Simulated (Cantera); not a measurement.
Al(CH3)3 + NH3 + H2 (aluminium nitride and oxide growth)

Feed: 1 mol Al(CH3)3, a varied amount of NH3, 44 mol H2, held at 2223 K and 24.8 Torr.

These are equilibrium values from Cantera (NASA tables, ideal gas, pure condensed phases), not measurements of a reactor. Candidate condensed phases: Al, AlN, C, C6H6, C7H8, C8H18; 97 gas species. The feed counts by its element totals alone. The numbers say what is thermodynamically allowed, not how fast it happens.

| n(NH3) (mol) | log p H2 | log p N2 | log p H | log p Al | log p HCN | n C(graphite) |
|---|---|---|---|---|---|---|
| 16 | -1.55 | -2.52 | -2.97 | -3.41 | -3.52 | 1.77 |
| 38 | -1.58 | -2.33 | -2.98 | -3.60 | -3.44 | 0.883 |
| 59 | -1.59 | -2.26 | -2.99 | -3.72 | -3.41 | 0.0638 |
| 81 | -1.60 | -2.22 | -2.99 | -3.83 | -3.48 | 0 |
| 100 | -1.60 | -2.20 | -2.99 | -3.90 | -3.53 | 0 |
| 120 | -1.60 | -2.18 | -2.99 | -3.96 | -3.59 | 0 |
| 150 | -1.61 | -2.16 | -3.00 | -4.04 | -3.66 | 0 |
| 170 | -1.61 | -2.16 | -3.00 | -4.09 | -3.70 | 0 |
| 190 | -1.61 | -2.15 | -3.00 | -4.13 | -3.73 | 0 |
| 210 | -1.61 | -2.14 | -3.00 | -4.17 | -3.77 | 0 |
| 230 | -1.61 | -2.14 | -3.00 | -4.21 | -3.80 | 0 |
| 250 | -1.61 | -2.14 | -3.00 | -4.24 | -3.83 | 0 |
log p: log10 of the partial pressure in bar; n: condensed amount in mol.

From 16 mol NH3 to 59 mol NH3 the condensed part is C(graphite). From 81 mol NH3 to 250 mol NH3 nothing is condensed. The main Al-bearing gas is Al throughout.
